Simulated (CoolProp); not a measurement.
Properties of hydrogen chloride along the isobar 1.01 bar.

Computed with CoolProp (reference Helmholtz-energy equation of state, Thol 2018).

```
T (°C)  phase  cp (kJ/(kg K))  cv (kJ/(kg K))  speed of sound (m/s)  isothermal compressibility (1/MPa)
------  -----  --------------  --------------  --------------------  ----------------------------------
-0.95     gas          0.8147          0.5783                 293.4                               9.981
8.75      gas          0.8125          0.5771                 298.7                               9.972
18.45     gas          0.8106          0.5761                 303.9                               9.965
28.25     gas          0.8091          0.5753                 309.1                               9.959
37.95     gas          0.8078          0.5746                 314.1                               9.953
47.65     gas          0.8067          0.5741                 319.1                               9.948
57.35     gas          0.8058          0.5737                 324.0                               9.944
67.05     gas          0.8051          0.5733                 328.8                               9.940
76.85     gas          0.8045          0.5730                 333.5                               9.937
86.55     gas          0.8040          0.5728                 338.2                               9.934
```
